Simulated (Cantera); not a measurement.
**Premixed flame**

A freely propagating, adiabatic, planar premixed flame of 9.23 % CH₄, 15.4 % O₂, 75.4 % N₂, equivalence ratio 1.2, unburnt at 423 K and 2.40 bar; mixture-averaged transport, grid criteria slope 0.08 and curve 0.16, no radiation.

Cantera simulation using GRI-Mech 3.0 (53 species, 325 reactions); the numbers are that mechanism's predictions, not measurements. Burning velocities carry a grid error of a few per cent, more on coarse grids.

```json
[
 {"z (mm)": "-1.28", "T (K)": "424", "u (m/s)": "0.190", "x CH₄": "0.0920", "x O₂": "0.154", "x H₂O₂": "5.53e-8", "x CO": "1.89e-5", "x H": "<1e-8", "x C₂H₂": "5.21e-8"},
 {"z (mm)": "-0.851", "T (K)": "433", "u (m/s)": "0.195", "x CH₄": "0.0911", "x O₂": "0.153", "x H₂O₂": "5.13e-7", "x CO": "0.000178", "x H": "<1e-8", "x C₂H₂": "6.52e-7"},
 {"z (mm)": "-0.638", "T (K)": "462", "u (m/s)": "0.208", "x CH₄": "0.0889", "x O₂": "0.150", "x H₂O₂": "2.12e-6", "x CO": "0.000761", "x H": "<1e-8", "x C₂H₂": "3.43e-6"},
 {"z (mm)": "-0.425", "T (K)": "607", "u (m/s)": "0.276", "x CH₄": "0.0797", "x O₂": "0.139", "x H₂O₂": "9.80e-6", "x CO": "0.00423", "x H": "<1e-8", "x C₂H₂": "2.63e-5"},
 {"z (mm)": "-0.213", "T (K)": "1073", "u (m/s)": "0.494", "x CH₄": "0.0500", "x O₂": "0.0972", "x H₂O₂": "2.03e-5", "x CO": "0.0186", "x H": "6.06e-6", "x C₂H₂": "0.000153"},
 {"z (mm)": "-0.106", "T (K)": "1442", "u (m/s)": "0.668", "x CH₄": "0.0254", "x O₂": "0.0590", "x H₂O₂": "4.86e-6", "x CO": "0.0321", "x H": "9.89e-5", "x C₂H₂": "0.000319"},
 {"z (mm)": "0", "T (K)": "1773", "u (m/s)": "0.824", "x CH₄": "0.00492", "x O₂": "0.0205", "x H₂O₂": "7.34e-7", "x CO": "0.0437", "x H": "0.00102", "x C₂H₂": "0.000506"},
 {"z (mm)": "0.106", "T (K)": "1893", "u (m/s)": "0.878", "x CH₄": "0.000279", "x O₂": "0.00425", "x H₂O₂": "1.69e-7", "x CO": "0.0420", "x H": "0.00245", "x C₂H₂": "0.000117"},
 {"z (mm)": "0.213", "T (K)": "1920", "u (m/s)": "0.888", "x CH₄": "1.31e-5", "x O₂": "0.00105", "x H₂O₂": "1.01e-7", "x CO": "0.0381", "x H": "0.00266", "x C₂H₂": "1.15e-5"},
 {"z (mm)": "0.425", "T (K)": "1940", "u (m/s)": "0.896", "x CH₄": "1.10e-7", "x O₂": "0.000280", "x H₂O₂": "5.91e-8", "x CO": "0.0358", "x H": "0.00209", "x C₂H₂": "2.71e-7"},
 {"z (mm)": "0.851", "T (K)": "1957", "u (m/s)": "0.903", "x CH₄": "<1e-8", "x O₂": "0.000104", "x H₂O₂": "2.82e-8", "x CO": "0.0356", "x H": "0.00132", "x C₂H₂": "<1e-8"},
 {"z (mm)": "1.70", "T (K)": "1967", "u (m/s)": "0.908", "x CH₄": "<1e-8", "x O₂": "3.04e-5", "x H₂O₂": "<1e-8", "x CO": "0.0357", "x H": "0.000704", "x C₂H₂": "<1e-8"},
 {"z (mm)": "3.40", "T (K)": "1973", "u (m/s)": "0.910", "x CH₄": "<1e-8", "x O₂": "7.36e-6", "x H₂O₂": "<1e-8", "x CO": "0.0358", "x H": "0.000345", "x C₂H₂": "<1e-8"}
]
```
x: mole fraction of selected species; z is measured from the peak of heat release.

| Item | Result |
|---|---|
| laminar burning velocity | 18.9 cm/s |
| thermal thickness | 0.425 mm |
| peak x(H₂O₂) | 2.10e-5 |
| peak x(CO) | 0.0444 |
| peak x(H) | 0.00269 |
| peak x(C₂H₂) | 0.000519 |
